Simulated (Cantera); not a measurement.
An isothermal, constant-pressure homogeneous reactor starts with 24.0 % CH4, 71.9 % H2O, 4.08 % H2, at 2123 K and 0.220 bar.

Detailed kinetics in Cantera: GRI-Mech 3.0 (53 species, 325 reactions).

x: mole fraction; the columns are a selection and need not sum to one.

```json
[
 {"t (s)": "0.000300", "x CH4": "0.0351", "x H2O": "0.571", "x H2": "0.297", "x HCO": "2.80e-6", "x CH2CO": "0.000292", "x CH2O": "___", "x CH2": "6.44e-5"},
 {"t (s)": "0.00160", "x CH4": "0.00897", "x H2O": "0.461", "x H2": "0.403", "x HCO": "1.04e-6", "x CH2CO": "0.000178", "x CH2O": "___", "x CH2": "2.85e-5"},
 {"t (s)": "0.00857", "x CH4": "0.00294", "x H2O": "0.331", "x H2": "0.506", "x HCO": "2.66e-7", "x CH2CO": "1.88e-5", "x CH2O": "___", "x CH2": "6.88e-6"},
 {"t (s)": "0.0458", "x CH4": "3.00e-8", "x H2O": "0.306", "x H2": "0.526", "x HCO": "4.79e-8", "x CH2CO": "6.74e-11", "x CH2O": "6.84e-9", "x CH2": "8.25e-11"},
 {"t (s)": "0.245", "x CH4": "6.49e-11", "x H2O": "0.306", "x H2": "0.526", "x HCO": "4.86e-8", "x CH2CO": "<1e-12", "x CH2O": "6.77e-9", "x CH2": "<1e-12"},
 {"t (s)": "1.31", "x CH4": "6.49e-11", "x H2O": "0.306", "x H2": "0.526", "x HCO": "4.86e-8", "x CH2CO": "<1e-12", "x CH2O": "6.77e-9", "x CH2": "<1e-12"},
 {"t (s)": "7.00", "x CH4": "6.49e-11", "x H2O": "0.306", "x H2": "0.526", "x HCO": "4.86e-8", "x CH2CO": "<1e-12", "x CH2O": "6.77e-9", "x CH2": "<1e-12"},
 {"t (s)": "37.4", "x CH4": "6.49e-11", "x H2O": "0.306", "x H2": "0.526", "x HCO": "4.86e-8", "x CH2CO": "<1e-12", "x CH2O": "6.77e-9", "x CH2": "<1e-12"},
 {"t (s)": "200", "x CH4": "6.49e-11", "x H2O": "0.306", "x H2": "0.526", "x HCO": "4.86e-8", "x CH2CO": "<1e-12", "x CH2O": "6.77e-9", "x CH2": "<1e-12"}
]
```

Problem. What belongs in the gaps?

Solution. 
- 0.000300, x CH2O: 0.000117
- 0.00160, x CH2O: 2.83e-5
- 0.00857, x CH2O: 4.86e-6
